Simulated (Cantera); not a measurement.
What does this Cantera script print?

```python
import numpy as np
import cantera as ct

gas_names = [...]  # 110 gases of nasa_gas.yaml made of C, H, O
cond_names = """
    C(gr) C6H6(L) C7H8(L) C8H18(L),n-octa H2O(s) H2O(L)
""".split()


# ... load() reads the species with a 1 bar reference pressure and builds the phases ...
atoms = {
    'C2H6': {'C': 2, 'H': 6},
    'CO2': {'C': 1, 'O': 2},
    'H2': {'H': 2},
}
top_T = {'C(gr)': 4500}  # K; cautious upper limits of use, not melting points


# ... equilibrate(T, P, feed) seeds the gas with the atoms and calls Mixture.equilibrate('TP', solver="vcs", rtol=1e-11, max_steps=5000) ...
results = []
feed = {'C2H6': 1, 'CO2': 0.036, 'H2': 9}  # mol
P = 230  # Pa
for T in [1750, 1900, 2050, 2200, 2350, 2500, 2650, 2800]:
    mix = equilibrate(T, P, feed)
    results.append((T, P, feed, dict(zip(mix.species_names, mix.species_moles))))
    x = sorted(zip(gas.X, gas.species_names), reverse=True)
    print(f"T = {T:g} K  P = {P:g} Pa  gas = {mix.phase_moles(0):.4g} mol")
    print("   x: " + "  ".join(f"{s} {v:.3e}" for v, s in x if v > 1e-05))
    print("   condensed (mol): " + ("  ".join(f"{mix.phase(i).name} {mix.phase_moles(i):.4g}"
          for i in range(1, mix.n_phases) if mix.phase_moles(i) > 1e-12) or "none"))
```

Result:

```
T = 1750 K  P = 230 Pa  gas = 12.1 mol
   x: H2 9.891e-01  CO 5.950e-03  H 4.823e-03  C2H2,acetylene 1.136e-04
   condensed (mol): C(gr) 1.961
T = 1900 K  P = 230 Pa  gas = 12.17 mol
   x: H2 9.774e-01  H 1.636e-02  CO 5.915e-03  C2H2,acetylene 3.732e-04
   condensed (mol): C(gr) 1.955
T = 2050 K  P = 230 Pa  gas = 12.36 mol
   x: H2 9.471e-01  H 4.604e-02  CO 5.827e-03  C2H2,acetylene 1.006e-03
   condensed (mol): C(gr) 1.939
T = 2200 K  P = 230 Pa  gas = 12.78 mol
   x: H2 8.818e-01  H 1.103e-01  CO 5.635e-03  C2H2,acetylene 2.260e-03
   condensed (mol): C(gr) 1.906
T = 2350 K  P = 230 Pa  gas = 13.62 mol
   x: H2 7.632e-01  H 2.272e-01  CO 5.286e-03  C2H2,acetylene 4.211e-03  C2H 6.408e-05  C3 1.795e-05
   condensed (mol): C(gr) 1.846
T = 2500 K  P = 230 Pa  gas = 15.11 mol
   x: H2 5.867e-01  H 4.015e-01  C2H2,acetylene 6.347e-03  CO 4.764e-03  C2H 3.119e-04  C3 2.161e-04  C 7.236e-05  C4H2 2.836e-05  C2 1.991e-05
   condensed (mol): C(gr) 1.749
T = 2650 K  P = 230 Pa  gas = 17.37 mol
   x: H 6.034e-01  H2 3.811e-01  C2H2,acetylene 7.480e-03  CO 4.146e-03  C3 1.945e-03  C2H 1.147e-03  C 5.057e-04  C2 1.845e-04  C4H2 6.091e-05  CH 1.293e-05  C5 1.072e-05
   condensed (mol): C(gr) 1.542
T = 2800 K  P = 230 Pa  gas = 20.22 mol
   x: H 7.664e-01  H2 2.018e-01  C3 1.373e-02  C2H2,acetylene 6.733e-03  CO 3.561e-03  C2H 3.227e-03  C 2.865e-03  C2 1.341e-03  C5 1.313e-04  C4H2 9.349e-05  CH 3.947e-05  C4 2.521e-05  C2H2,vinylidene 1.293e-05
   condensed (mol): C(gr) 0.5919
```

Cantera equilibrium calculation (NASA polynomials, part measured and part estimated; ideal gas, pure solids and liquids).
